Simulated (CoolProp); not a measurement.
C3F8 (R218) along the isobar 0.101 MPa: density (kg/m³) from the reference equation and from simpler models built on Tc = 345.0 K, pc = 2.640 MPa, ω = 0.317; each cubic takes its own stable root.

Model: reference Helmholtz-energy equation of state, Lemmon 2006, in CoolProp. It is a short technical equation, of lower accuracy than the large ones.

```tsv
T (K)	phase	reference
133.1	liquid	1982
154.3	liquid	1906
175.5	liquid	1833
196.7	liquid	1758
217.9	liquid	1682
239.1	gas	10.06
260.3	gas	9.097
281.6	gas	8.329
302.8	gas	7.698
324	gas	7.162
345.2	gas	6.701
366.4	gas	6.297
387.6	gas	5.942
408.8	gas	5.625
430	gas	5.341
```

Question: How far does each simpler model (van der Waals, Redlich-Kwong, Soave-Redlich-Kwong, Peng-Robinson) lie from the reference over these 15 states: mean and median of the absolute difference, and the worst?

Answer: 
- van der Waals: mean 21.4 %, median 0.8 %, worst -99.4 % at 217.9 K and 0.101 MPa
- Redlich-Kwong: mean 3.2 %, median 0.3 %, worst -9.6 % at 133.1 K and 0.101 MPa
- Soave-Redlich-Kwong: mean 2.2 %, median 0.1 %, worst -8.1 % at 133.1 K and 0.101 MPa
- Peng-Robinson: mean 2.0 %, median 0.2 %, worst +7.2 % at 217.9 K and 0.101 MPa

At some of these states van der Waals gives the other phase, because its saturation line lies elsewhere.
